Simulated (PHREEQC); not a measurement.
Solution (25 °C): 0.0054 mol KH2PO4 per kg of water. Closed to the air; pH follows from the charge balance.

Computed with PHREEQC (ion-association model, phreeqc.dat).

This is a speciation only: nothing precipitates in the calculation.

Q: Predict the pH.

A: pH 4.82.
